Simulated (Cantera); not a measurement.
An isothermal, constant-pressure homogeneous reactor starts with 7.41 % H₂, 92.6 % O₂, at 1298 K and 0.0133 bar.

Detailed kinetics in Cantera: GRI-Mech 3.0 (53 species, 325 reactions). Radical loss at walls, strong at low pressure, is not modelled. The temperature is held fixed by assumption; the heat of reaction is taken as removed at once.

x: mole fraction; the columns are a selection and need not sum to one.

```
t (s)         x H₂   x O₂     x OH       x O    x H₂O₂
--------  --------  -----  -------  --------  --------
8.00e-5     0.0741  0.926      ___   2.17e-8  1.48e-11
0.000282    0.0741  0.926      ___   4.64e-7  1.81e-10
0.000997    0.0689  0.922      ___   0.00231   1.35e-8
0.00352    0.00167  0.871      ___    0.0457   1.05e-7
0.0124     0.00137  0.881      ___    0.0364   1.07e-7
0.0439    0.000709  0.903      ___    0.0178   1.01e-7
0.155     0.000145  0.919      ___   0.00353   6.37e-8
0.547      1.61e-5  0.922      ___  0.000390   2.27e-8
1.93       1.97e-6  0.923      ___   4.78e-5   6.24e-9
6.82       3.32e-7  0.923      ___   8.08e-6   1.68e-9
24.1       8.58e-8  0.923      ___   2.10e-6  5.95e-10
85.0       5.86e-8  0.923  3.85e-5   1.43e-6  4.62e-10
300        5.85e-8  0.923  3.84e-5   1.43e-6  4.61e-10
```

Q: Some entries are withheld; supply them.

A: 
- 8.00e-5, x OH: 1.77e-8
- 0.000282, x OH: 3.41e-7
- 0.000997, x OH: 0.00162
- 0.00352, x OH: 0.00627
- 0.0124, x OH: 0.00571
- 0.0439, x OH: 0.00415
- 0.155, x OH: 0.00189
- 0.547, x OH: 0.000633
- 1.93, x OH: 0.000222
- 6.82, x OH: 9.14e-5
- 24.1, x OH: 4.66e-5
